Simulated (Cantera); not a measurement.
Low-pressure radical oxidation in H2/O2

An isothermal, constant-pressure homogeneous reactor starts with 12.2 % H2, 64.1 % O2, 23.7 % N2, equivalence ratio 0.095, at 1250 K and 3.68 Torr.

Cantera simulation using the H2/O2 subset of GRI-Mech 3.0, which has no nitrogen chemistry; the numbers are that mechanism's predictions, not measurements. Radical loss at walls, strong at low pressure, is not modelled. The temperature is held fixed by assumption; the heat of reaction is taken as removed at once.

| t (s) | x H2 | x O2 | x O | x OH | x H2O | x HO2 | x H2O2 |
|---|---|---|---|---|---|---|---|
| 3.00e-6 | 0.122 | 0.641 | 2.05e-12 | 2.04e-12 | <1e-12 | 1.96e-10 | <1e-12 |
| 9.53e-6 | 0.122 | 0.641 | 2.03e-11 | 1.99e-11 | <1e-12 | 6.22e-10 | <1e-12 |
| 3.02e-5 | 0.122 | 0.641 | 1.90e-10 | 1.78e-10 | 2.77e-11 | 1.98e-9 | <1e-12 |
| 9.60e-5 | 0.122 | 0.641 | 1.63e-9 | 1.37e-9 | 7.13e-10 | 6.27e-9 | 1.66e-12 |
| 0.000305 | 0.122 | 0.641 | 1.42e-8 | 1.01e-8 | 1.63e-8 | 1.99e-8 | 1.67e-11 |
| 0.000968 | 0.122 | 0.641 | 4.01e-7 | 2.64e-7 | 8.28e-7 | 6.36e-8 | 1.66e-10 |
| 0.00307 | 0.110 | 0.634 | 0.00371 | 0.00232 | 0.00826 | 9.32e-7 | 1.10e-8 |
| 0.00976 | 0.00477 | 0.563 | 0.0555 | 0.00748 | 0.0958 | 1.60e-6 | 5.63e-8 |
| 0.0310 | 0.00440 | 0.569 | 0.0496 | 0.00722 | 0.0998 | 1.62e-6 | 5.92e-8 |
| 0.0984 | 0.00331 | 0.584 | 0.0349 | 0.00634 | 0.110 | 1.64e-6 | 6.60e-8 |
| 0.312 | 0.00131 | 0.605 | 0.0128 | 0.00405 | 0.123 | 1.43e-6 | 6.79e-8 |
| 0.992 | 0.000188 | 0.616 | 0.00179 | 0.00155 | 0.128 | 6.47e-7 | 3.93e-8 |
| 3.15 | 2.05e-5 | 0.617 | 0.000194 | 0.000512 | 0.129 | 1.37e-7 | 1.33e-8 |
| 10.0 | 3.04e-6 | 0.618 | 2.89e-5 | 0.000197 | 0.130 | 2.84e-8 | 4.01e-9 |
x: mole fraction; the columns are a selection and need not sum to one.

Equilibrium at this temperature and pressure: H2 8.18e-8, O2 0.618, O 7.82e-7, OH 3.25e-5, H2O 0.130, HO2 1.55e-8, H2O2 2.63e-10 (gas phase only).
